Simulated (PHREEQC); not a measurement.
PHREEQC input (Pitzer model, pitzer.dat):

```
SOLUTION 1
  temp 30
  units mol/kgw
  pH 7 charge
  Cl 0.3294
  Mg 0.018
  K 0.042
  Sr 0.0057
  Ca 0.12
END
USE solution 1
INCREMENTAL_REACTIONS false
REACTION 1
  H2O -1
  0 9.886 18.011 24.689 30.178 34.689 38.397 41.444
  43.949 46.007 47.699 49.089 50.232 51.172 51.944 52.578
  53.1 53.528 53.88 moles
EQUILIBRIUM_PHASES 1
  Bischofite 0 0
  Brucite 0 0
  Carnallite 0 0
  Portlandite 0 0
  Sylvite 0 0
  MgCl2_4H2O 0 0
SELECTED_OUTPUT 1
  -reset false
  -pH true
  -pe true
  -ionic_strength true
  -water true
  -activities H2O
  -totals Ca Cl K Mg Sr
  -molalities H+ K+ Mg+2 Ca+2 Sr+2 Cl- OH- MgOH+
  -equilibrium_phases Bischofite Brucite Carnallite Portlandite Sylvite MgCl2_4H2O
PRINT
  -reset false
END
```

Selected output (columns that matter, 15 of 19 rows; water left (kg) added in front):

```
water left (kg)	pH	mu	Ca	Cl	K	Mg	Sr	m_H+	m_K+	m_Mg+2	m_Ca+2	m_Sr+2	la_H2O	Sylvite
1	6.7227	0.4731	0.12	0.3294	0.042	0.018	0.0057	2.4437e-07	0.042	0.018	0.12	0.0057	-0.0034853	0
0.821894	6.6981	0.57562	0.146	0.40078	0.051101	0.021901	0.0069352	2.5549e-07	0.051101	0.021901	0.146	0.0069352	-0.0042534	0
0.555203	6.6379	0.85212	0.21614	0.5933	0.075648	0.032421	0.010267	2.8058e-07	0.075648	0.03242	0.21614	0.010267	-0.0063741	0
0.456313	6.6008	1.0368	0.26298	0.72187	0.092042	0.039447	0.012491	2.9483e-07	0.092042	0.039446	0.26298	0.012491	-0.0078348	0
0.375043	6.5575	1.2615	0.31996	0.8783	0.11199	0.047994	0.015198	3.105e-07	0.11199	0.047994	0.31996	0.015198	-0.0096653	0
0.30824	6.5065	1.5348	0.38931	1.0686	0.13626	0.058396	0.018492	3.2794e-07	0.13626	0.058396	0.38931	0.018492	-0.011979	0
0.208215	6.3727	2.2722	0.57633	1.582	0.20171	0.086449	0.027376	3.7065e-07	0.20171	0.086449	0.57633	0.027376	-0.018744	0
0.171138	6.2836	2.7644	0.70119	1.9248	0.24542	0.10518	0.033306	3.9829e-07	0.24542	0.10518	0.70119	0.033306	-0.02373	0
0.140655	6.1739	3.3636	0.85315	2.3419	0.2986	0.12797	0.040525	4.3309e-07	0.2986	0.12797	0.85315	0.040525	-0.030345	0
0.0950203	5.867	4.9789	1.2629	3.4666	0.44201	0.18943	0.059987	5.4389e-07	0.44201	0.18943	1.2629	0.059987	-0.051336	0
0.0780853	5.6529	6.0588	1.5368	4.2185	0.53787	0.23052	0.072997	6.3922e-07	0.53787	0.23052	1.5368	0.072997	-0.068006	0
0.0641769	5.3855	7.3718	1.8698	5.1327	0.65444	0.28047	0.088817	7.8588e-07	0.65444	0.28047	1.8698	0.088817	-0.091134	0
0.0527548	5.0545	8.9679	2.2747	6.244	0.79614	0.3412	0.10805	1.0203e-06	0.79614	0.3412	2.2747	0.10805	-0.1234	0
0.0356396	4.1585	13.275	3.367	9.2425	1.1785	0.50506	0.15993	2.0901e-06	1.1785	0.50505	3.367	0.15993	-0.23212	0
0.0292979	3.6284	15.625	4.0959	10.72	0.91036	0.61438	0.19455	3.0891e-06	0.91036	0.61437	4.0959	0.19455	-0.31087	0.015328
```
